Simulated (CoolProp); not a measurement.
Ethylene along the isobar 54.9 bar: fugacity coefficient from the reference equation and from simpler models built on Tc = 282.4 K, pc = 50.42 bar, ω = 0.087; each cubic takes its own stable root.

Values from CoolProp's reference Helmholtz-energy equation of state, Smukala 2000.

```tsv
T (K)	phase	reference
203.9	liquid	0.1028
215	liquid	0.1490
226.1	liquid	0.2061
237.1	liquid	0.2730
248.2	liquid	0.3500
259.3	liquid	0.4348
270.4	liquid	0.5246
281.5	liquid	0.6148
292.5	supercritical	0.6797
303.6	supercritical	0.7191
314.7	supercritical	0.7509
325.8	supercritical	0.7778
336.8	supercritical	0.8008
347.9	supercritical	0.8210
```

### Question
How far does each simpler model (van der Waals, Redlich-Kwong, Soave-Redlich-Kwong, Peng-Robinson) lie from the reference over these 14 states: mean and median of the absolute difference, and the worst?

### Answer
- van der Waals: mean 28.0 %, median 9.1 %, worst +119.2 % at 203.9 K and 54.9 bar
- Redlich-Kwong: mean 3.3 %, median 1.6 %, worst +7.9 % at 203.9 K and 54.9 bar
- Soave-Redlich-Kwong: mean 1.0 %, median 1.1 %, worst +2.2 % at 237.1 K and 54.9 bar
- Peng-Robinson: mean 2.4 %, median 2.5 %, worst -3.5 % at 292.5 K and 54.9 bar
